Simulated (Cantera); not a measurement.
An isothermal, constant-pressure homogeneous reactor starts with 0.102 % CO, 2.31 % O2, 0.0166 % H2O, 92.5 % N2, 5.09 % H2, at 1523 K and 750 Torr.

Model: GRI-Mech 3.0 (53 species, 325 reactions), integrated in Cantera. The temperature is held fixed by assumption; the heat of reaction is taken as removed at once.

One state of this run: x CO = 0.000250; x O2 = 2.29e-6; x H2O = 0.0467; x H2O2 = 9.08e-10; x HO2 = 9.74e-10; x NO2 = 3.81e-11; x H = 0.000112. x: mole fraction; the columns are a selection and need not sum to one.

**Question.** Which value of t (s) does it belong to?
(A) 0.0257
(B) 0.00341
(C) 0.193
(D) 0.000452

**Answer.** A, 0.0257
